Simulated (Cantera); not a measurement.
A perfectly stirred reactor is fed with NO : N2 = 1 : 0.11 (molar parts), at 13300 Pa; it is held at 1625 K, and followed from long to short residence time.

Cantera simulation using GRI-Mech 3.0 (53 species, 325 reactions); the numbers are that mechanism's predictions, not measurements.

**Question.** Predict: x(NO) at τ = 29.0 s; x(O2) at τ = 29.0 s; x(N2) at τ = 29.0 s; x(N2O) at τ = 29.0 s; x(NO2) at τ = 29.0 s; x(NO) at τ = 38.0 ms; x(O2) at τ = 38.0 ms; x(N2) at τ = 38.0 ms; x(N2O) at τ = 38.0 ms; x(NO2) at τ = 38.0 ms.

**Answer.** 
| Item | Result |
|---|---|
| x(NO) at τ = 29.0 s | 0.724 |
| x(O2) at τ = 29.0 s | 0.0879 |
| x(N2) at τ = 29.0 s | 0.187 |
| x(N2O) at τ = 29.0 s | 0.000175 |
| x(NO2) at τ = 29.0 s | 0.000639 |
| x(NO) at τ = 38.0 ms | 0.901 |
| x(O2) at τ = 38.0 ms | 6.25e-5 |
| x(N2) at τ = 38.0 ms | 0.0992 |
| x(N2O) at τ = 38.0 ms | 0.000106 |
| x(NO2) at τ = 38.0 ms | 0.000105 |
